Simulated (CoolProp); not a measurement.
The numbers come from the reference Helmholtz-energy equation of state, Lemmon 2006 in CoolProp. It is a short technical equation, of lower accuracy than the large ones.

For C2F6 (R116), give the phase and the speed of sound (m/s), isothermal compressibility (1/MPa), expansivity (1/kK) at 357.4 K and 0.98 MPa; 357.4 K and 3.92 MPa.


- 357.4 K and 0.98 MPa: gas; speed of sound 146, isothermal compressibility 1.08, expansivity 3.43
- 357.4 K and 3.92 MPa: supercritical; speed of sound 127, isothermal compressibility 0.332, expansivity 6.87
